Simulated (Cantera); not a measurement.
Input: 1 mol CuO, 120 mol H2, 1.9 mol N2, at 2000 K and 100 Torr.

Method: chemical equilibrium by Gibbs-energy minimisation in Cantera with the NASA 1993 tables (ideal gas, pure condensed phases). Candidate condensed phases: Cu, CuO, Cu(OH)2, Cu2O, H2O; 27 gas species. Equilibrium is a limit: real reactors are often held back by kinetics, nucleation or transport.

Problem. What is the equilibrium state?

Solution. 
| Quantity | Value |
|---|---|
| x(H2) | 0.964 |
| x(N2) | 0.0154 |
| x(H2O) | 0.00812 |
| x(Cu) | 0.00810 |
| x(H) | 0.00437 |
| x(Cu2) | 8.40e-6 |
| x(OH) | 3.68e-6 |
| gas amount | 123.2 mol |
| log10 activity of Cu(l) (absent) | -0.60 |
